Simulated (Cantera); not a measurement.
Charge: 1 mol V, 0.12 mol N2O, 38 mol H2, at 101000 Pa.

These are equilibrium values from Cantera (NASA tables, ideal gas, pure condensed phases), not measurements of a reactor. Candidate condensed phases: H2O, V, VN, VO, V2O3, V2O4, V2O5; 28 gas species. Each liquid is taken as pure. Mutual solubility and eutectic melting of coexisting phases are not modelled. VN, VO: taken at fixed stoichiometry. Condensed phases not in the tables: solid solutions among these carbides, nitrides and lower oxides, V2N, N, O or C dissolved in the metal. The numbers say what is thermodynamically allowed, not how fast it happens.

x: gas mole fraction; n: condensed amount in mol.

| T (K) | x H2 | x H | x N2 | x H2O | x V | x VO | n V(s) | n VN(s) | n VO(s) | n VO(l) | n V(l) |
|---|---|---|---|---|---|---|---|---|---|---|---|
| 1450 | 1.000 | 9.40e-6 | 1.42e-7 | 8.06e-6 | 2.14e-11 | 1.20e-11 | 0.640 | 0.240 | 0.120 | 0 | 0 |
| 1550 | 1.000 | 3.13e-5 | 1.35e-6 | 1.97e-5 | 3.27e-10 | 2.07e-10 | 0.641 | 0.240 | 0.119 | 0 | 0 |
| 1650 | 1.000 | ? | ? | ? | ? | ? | 0.642 | 0.239 | 0.118 | 0 | 0 |
| 1750 | 1.000 | 0.000231 | 5.48e-5 | 8.48e-5 | 2.97e-8 | 2.22e-8 | 0.647 | 0.236 | 0.117 | 0 | 0 |
| 1850 | 0.999 | ? | ? | ? | ? | ? | 0.665 | 0.220 | 0.114 | 0 | 0 |
| 1950 | 0.998 | 0.00114 | 0.00102 | 0.000263 | 1.05e-6 | 8.66e-7 | 0.728 | 0.162 | 0.110 | 0 | 0 |
| 2050 | 0.994 | 0.00225 | 0.00314 | 0.000422 | 4.75e-6 | 4.07e-6 | 0.896 | 0 | 0.104 | 0 | 0 |
| 2150 | 0.992 | 0.00417 | 0.00314 | 0.000569 | 1.87e-5 | 1.44e-5 | 0.901 | 0 | 0 | 0.0976 | 0 |
| 2250 | 0.989 | 0.00734 | 0.00314 | 0.000757 | 6.26e-5 | 4.47e-5 | 0 | 0 | 0 | 0.0890 | 0.907 |

Q: Some entries are withheld; supply them.

A: 
- 1650, x H: 9.02e-5
- 1650, x N2: 9.63e-6
- 1650, x H2O: 4.29e-5
- 1650, x V: 3.58e-9
- 1650, x VO: 2.49e-9
- 1850, x H: 0.000535
- 1850, x N2: 0.000257
- 1850, x H2O: 0.000155
- 1850, x V: 1.94e-7
- 1850, x VO: 1.54e-7
